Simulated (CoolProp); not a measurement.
Values from CoolProp's reference Helmholtz-energy equation of state, Lemmon 2009.

Problem. Give the vapour pressure (bar), enthalpy of vaporisation (kJ/kg), liquid cp (kJ/(kg K)), vapour Z of saturated propane at 199.1, 212.9, 233.6 K.

Solution. 
```csv
T (K),p (bar),enthalpy of vaporisation (kJ/kg),liquid cp (kJ/(kg K)),vapour Z
199.1,0.191,457,2.12,0.989
212.9,0.421,444,2.17,0.980
233.6,1.13,423,2.26,0.960
```
